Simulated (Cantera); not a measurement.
Feed: 1 mol c-C4F8, 1 mol H2, equilibrated at 0.00133 bar.

Method: chemical equilibrium by Gibbs-energy minimisation in Cantera with the NASA 1993 tables (ideal gas, pure condensed phases). Candidate condensed phases: C, C6H6, C7H8, C8H18; 110 gas species. Ions and electrons are included (thermal ionisation). The feed counts by its element totals alone. Equilibrium is a limit: real reactors are often held back by kinetics, nucleation or transport. All values below are at 2500 K.

Base state: F 0.648, HF 0.265, CF2 0.0638, CF 0.0212, H 0.000405, C3 0.000373, CF3 0.000154, C 0.000125 (mole fractions); condensed: C(graphite).

Task: What changes in the equilibrium state with this change: H2 from 1 to 17 mol?

Result: 
```csv
species,before,after
H,0.000405,0.381
HF,0.265,0.307
H2,3.47e-7,0.307
F,0.648,0.000798
CF2,0.0638,9.65e-8
CF,0.0212,2.61e-5
C2H2 (acetylene),3.75e-9,0.00332
CF3,0.000154,<1e-9
CF4,6.07e-5,<1e-9
C4H2,<1e-9,1.48e-5
C2H,3.15e-7,0.000296
"C(graphite), mol",3.35,3.78
```
